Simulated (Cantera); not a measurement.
Transport properties of process gases

Gas mixture: 100 % CH₃OH, at 760 Torr, frozen composition.

Cantera's kinetic-theory transport with the Lennard-Jones parameters of GRI-Mech 3.0, ideal gas; thermal conductivity in the mixture-averaged form. Polar gases are described roughly by these parameters. The composition is frozen, though it would react at the higher temperatures.

| T (K) | ρ (kg/m³) | cp (J/kg/K) | μ (µPa s) | λ (mW/m/K) | Pr | D (cm²/s) CH₃ | D (cm²/s) N₂ | D (cm²/s) NH₃ |
|---|---|---|---|---|---|---|---|---|
| 400 | 0.976 | 1604 | 13.1 | 28.2 | 0.745 | 0.283 | 0.265 | 0.263 |
| 550 | 0.710 | 1983 | 18.1 | 48.2 | 0.744 | 0.513 | 0.474 | 0.497 |
| 700 | 0.558 | 2314 | 22.8 | 70.5 | 0.748 | 0.794 | 0.728 | 0.794 |
| 850 | 0.459 | 2568 | 27.2 | 93.6 | 0.746 | 1.12 | 1.02 | 1.15 |
| 1000 | 0.390 | 2798 | 31.3 | 117 | 0.751 | 1.49 | 1.35 | 1.55 |
| 1150 | 0.340 | 2978 | 35.2 | 139 | 0.751 | 1.90 | 1.72 | 2.00 |
| 1300 | 0.300 | 3128 | 38.8 | 161 | 0.752 | 2.34 | 2.11 | 2.49 |
| 1450 | 0.269 | 3253 | 42.2 | 183 | 0.751 | 2.82 | 2.54 | 3.03 |
D: mixture-averaged diffusion coefficient of that species in the mixture.
